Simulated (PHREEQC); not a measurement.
## Acid rinse or clean (model solution)

Make-up at 94 °C: 1.1 mmol/kgw H2SO4, 15 mmol/kgw ZnSO4 and 0.18 mmol/kgw MgCl2. Closed to the air; pH follows from the charge balance.

Model: ion-association model, phreeqc.dat, run in PHREEQC.

Each row changes one thing in this solution. No solid was allowed to form.

```tsv
case	pH	ionic strength (mol/kgw)	Zn+2 (mol/kgw)	SO4-2 (mol/kgw)	ZnSO4 (mol/kgw)	HSO4- (mol/kgw)
as made	3.25	0.0368	0.00910	0.00833	0.00560	0.00154
MgCl2 left out	3.26	0.0366	0.00909	0.00838	0.00565	0.00155
temperature from 94 to 15 °C	?	0.0411	0.00967	0.00968	0.00490	0.000616
diluted 10-fold with water	?	0.00509	?	0.00125	?	7.67e-5
diluted 5-fold with water	?	0.00930	0.00225	0.00224	0.000737	0.000205
temperature from 94 to 65 °C	3.05	0.0379	0.00919	0.00874	0.00549	0.00116
MgCl2 from 0.00018 to 0.000162 mol/kgw	3.25	0.0367	0.00910	0.00833	0.00561	0.00154
```

Question: What belongs in the gaps?

Answer: 
- temperature from 94 to 15 °C, pH: 2.86
- diluted 10-fold with water, pH: 3.88
- diluted 10-fold with water, Zn+2 (mol/kgw): 0.00122
- diluted 10-fold with water, ZnSO4 (mol/kgw): 0.000275
- diluted 5-fold with water, pH: 3.67

Species that the database lacks are ignored. Away from 25 °C the constants follow the database's enthalpies or fits; those with neither stay at their 25 °C values.
